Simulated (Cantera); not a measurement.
Thermodynamics of silicon carbide growth, feed (CH3)2SiCl2 + C3H8 + H2

Feed: 1 mol (CH3)2SiCl2, 0.074 mol C3H8, 4.8 mol H2, equilibrated at 1652 °C and 0.0100 bar.

These are equilibrium values from Cantera (NASA tables, ideal gas, pure condensed phases), not measurements of a reactor. Candidate condensed phases: C, C6H6, C7H8, C8H18, Si, SiC; 109 gas species. The feed counts by its element totals alone. The tables' values for SiCl, SiCl3 are old estimates; treat these amounts as uncertain. Equilibrium is a limit: real reactors are often held back by kinetics, nucleation or transport.

```yaml
x(H2): 0.778
x(HCl): 0.205
x(H): 0.00843
x(SiCl2): 0.00583
x(Cl): 0.00167
x(C2H2 (acetylene)): 0.000356
x(SiCl): 7.20e-5
x(Si): 7.15e-5
x(SiCl3): 4.10e-5
n(C(graphite)): 1.27 mol
n(SiC(s)): 0.945 mol
gas_amount: 9.143 mol
log10 activity of Si(l) (absent): -1.39
```
